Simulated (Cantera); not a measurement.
Input (Python, Cantera) and output of one run.

```python
import numpy as np
import cantera as ct

gas_names = """
    CL CL2 H HCL H2 N NH NH2 NH3 N2 N2H2 N2H4 Si SiCL SiCL2 SiCL3 SiCL4 SiH SiHCL3 SiH2 SiH2CL2 SiH3
    SiH3CL SiH4 SiN Si2 Si2N Si3
""".split()
cond_names = """
    NH4CL(a) NH4CL(b) Si(cr) Si(L) Si3N4(a)
""".split()


# ... load() reads the species with a 1 bar reference pressure and builds the phases ...
atoms = {
    'SiH2Cl2': {'Si': 1, 'H': 2, 'CL': 2},
    'HCl': {'H': 1, 'CL': 1},
    'N2': {'N': 2},
}
top_T = {'Si3N4(a)': 2400}  # K; cautious upper limits of use, not melting points


# ... equilibrate(T, P, feed) seeds the gas with the atoms and calls Mixture.equilibrate('TP', solver="vcs", rtol=1e-11, max_steps=5000) ...
results = []
feed = {'SiH2Cl2': 1, 'HCl': 1.2, 'N2': 60}  # mol
P = 101325  # Pa
for T in [1473, 1523, 1573, 1623, 1673, 1723, 1773]:
    mix = equilibrate(T, P, feed)
    results.append((T, P, feed, dict(zip(mix.species_names, mix.species_moles))))

top = {s: max(r[3][s] / sum(r[3][g] for g in gas_names) for r in results) for s in gas_names}
cols = sorted((s for s in top if top[s] > 0.0001), key=lambda s: -top[s])[:6]
seen = [c for c in cond_names if any(r[3].get(c, 0) > 1e-12 for r in results)]
print("log10 of partial pressures in bar; condensed amounts in mol")
print(f"{'T/K':>10s}" + "".join(f"{s[:9]:>10s}" for s in cols + seen))
for T, P, feed, n in results:
    ng = sum(n[g] for g in gas_names)
    print(f"{T:10.4g}" + "".join(f"{np.log10(max(n[s] / ng * P / 1e5, 1e-99)):10.3f}" for s in cols)
          + "".join(f"{n.get(c, 0):10.4g}" for c in seen))
```

Output:

```
log10 of partial pressures in bar; condensed amounts in mol
       T/K        N2       HCL        H2     SiCL2     SiCL4     SiCL3  Si3N4(a)
      1473    -0.016    -1.433    -2.126    -3.272    -2.532    -3.169    0.2469
      1523    -0.016    -1.437    -2.119    -2.983    -2.595    -3.026    0.2391
      1573    -0.016    -1.443    -2.105    -2.729    -2.687    -2.918    0.2264
      1623    -0.016    -1.455    -2.080    -2.513    -2.816    -2.848    0.2081
      1673    -0.016    -1.473    -2.045    -2.335    -2.987    -2.821    0.1845
      1723    -0.016    -1.498    -2.004    -2.194    -3.200    -2.834    0.1569
      1773    -0.017    -1.530    -1.959    -2.084    -3.444    -2.879    0.1272
```

Equilibrium computed with Cantera from the NASA thermochemical tables; the gas is ideal and each condensed phase is pure. N2 is the only nitrogen source here; it is nearly inert below about 1500 K, so the nitride shown seldom forms there in practice. The tables' values for SiCl3 are old estimates; treat these amounts as uncertain.
